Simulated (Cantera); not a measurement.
# Thermodynamics of thermal oxidation and active oxidation of silicon, feed Si + H₂O + N₂

Input: 1 mol Si, 0.012 mol H₂O, a varied amount of N₂, equilibrated at 5.40 Pa.

These are equilibrium values from Cantera (NASA tables, ideal gas, pure condensed phases), not measurements of a reactor. Candidate condensed phases: H₂O, Si, SiO₂, Si₂N₂O, Si₃N₄; 35 gas species. Rates play no part.

Stable condensed phases:

```
T in K \ n(N₂) in mol
         1.2 1.8 2.7 3.9 5.7 8.4  12  18  27
   2100    A   A   A   A   A   A   A   A   A
   2075    A   A   A   A   A   A   A   A   A
   2050    A   A   A   A   A   A   A   A   A
   2025    A   A   A   A   A   A   A   A   A
   2000    A   A   A   A   A   A   A   A   A
   1975    A   A   A   A   A   A   A   A   A
   1950    A   A   A   A   A   A   A   A   A
   1925    B   B   A   A   A   A   A   A   A
   1900    B   B   B   A   A   A   A   A   A
   1875    B   B   B   B   A   A   A   A   A
   1850    B   B   B   B   B   A   A   A   A
   1825    B   B   B   B   B   B   A   A   A
   1800    B   B   B   B   B   B   B   A   A
```

A: gas only; B: Si.
